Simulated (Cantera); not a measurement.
A closed system holds: 1 mol AlN, 230 mol H₂, 35 mol N₂, equilibrated at 1750 K and 83.0 Pa.

These are equilibrium values from Cantera (NASA tables, ideal gas, pure condensed phases), not measurements of a reactor. Candidate condensed phases: Al, AlN; 13 gas species. Rates play no part.

Base state: H₂ 0.856, N₂ 0.133, H 0.00747, Al 0.00369, AlH 5.14e-5 (mole fractions); condensed: gas only.

### Question
What changes in the equilibrium state with this change: temperature from 1750 K to 1125 K?

### Answer
| species | before | after |
|---|---|---|
| H₂ | 0.856 | 0.868 |
| N₂ | 0.133 | 0.132 |
| H | 0.00747 | 1.44e-6 |
| Al | 0.00369 | <1e-9 |
| AlH | 5.14e-5 | <1e-9 |
| AlN(s), mol | 0 | 1.00 |
